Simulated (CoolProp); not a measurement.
Vapour pressure (MPa) of R134a: the reference equation beside estimates from Tc = 101.1 °C, pc = 4.059 MPa, ω = 0.327.

The numbers come from the reference Helmholtz-energy equation of state, Tillner-Roth 1994 in CoolProp.

```json
[
 {"T (°C)": "-57.25", "reference": "0.01897", "Lee-Kesler": "0.01834", "Redlich-Kwong": "0.05441", "Soave-Redlich-Kwong": "0.01859"},
 {"T (°C)": "-53.65", "reference": "0.02370", "Lee-Kesler": "0.02299", "Redlich-Kwong": "0.06526", "Soave-Redlich-Kwong": "0.02326"},
 {"T (°C)": "-49.95", "reference": "0.02954", "Lee-Kesler": "0.02875", "Redlich-Kwong": "0.07808", "Soave-Redlich-Kwong": "0.02903"},
 {"T (°C)": "-46.25", "reference": "0.03649", "Lee-Kesler": "0.03563", "Redlich-Kwong": "0.09274", "Soave-Redlich-Kwong": "0.03592"},
 {"T (°C)": "-42.65", "reference": "0.04447", "Lee-Kesler": "0.04357", "Redlich-Kwong": "0.1089", "Soave-Redlich-Kwong": "0.04386"},
 {"T (°C)": "-38.95", "reference": "0.05409", "Lee-Kesler": "0.05316", "Redlich-Kwong": "0.1277", "Soave-Redlich-Kwong": "0.05343"},
 {"T (°C)": "-35.25", "reference": "0.06532", "Lee-Kesler": "0.06438", "Redlich-Kwong": "0.1488", "Soave-Redlich-Kwong": "0.06463"},
 {"T (°C)": "-31.65", "reference": "0.07797", "Lee-Kesler": "0.07705", "Redlich-Kwong": "0.1718", "Soave-Redlich-Kwong": "0.07726"},
 {"T (°C)": "-27.95", "reference": "0.09292", "Lee-Kesler": "0.09207", "Redlich-Kwong": "0.1980", "Soave-Redlich-Kwong": "0.09222"},
 {"T (°C)": "-24.25", "reference": "0.1101", "Lee-Kesler": "0.1093", "Redlich-Kwong": "0.2271", "Soave-Redlich-Kwong": "0.1094"},
 {"T (°C)": "-20.65", "reference": "0.1290", "Lee-Kesler": "0.1284", "Redlich-Kwong": "0.2583", "Soave-Redlich-Kwong": "0.1285"},
 {"T (°C)": "-16.95", "reference": "0.1512", "Lee-Kesler": "0.1507", "Redlich-Kwong": "0.2935", "Soave-Redlich-Kwong": "0.1507"},
 {"T (°C)": "-13.25", "reference": "0.1761", "Lee-Kesler": "0.1760", "Redlich-Kwong": "0.3321", "Soave-Redlich-Kwong": "0.1758"},
 {"T (°C)": "-9.65", "reference": "0.2034", "Lee-Kesler": "0.2035", "Redlich-Kwong": "0.3730", "Soave-Redlich-Kwong": "0.2034"},
 {"T (°C)": "-5.95", "reference": "0.2347", "Lee-Kesler": "0.2352", "Redlich-Kwong": "0.4187", "Soave-Redlich-Kwong": "0.2350"}
]
```

Absolute difference from the reference over all 15 rows, mean and median: Lee-Kesler 1.4 and 1.2 %, Redlich-Kwong 124.9 and 120.3 %, Soave-Redlich-Kwong 0.9 and 0.9 %.
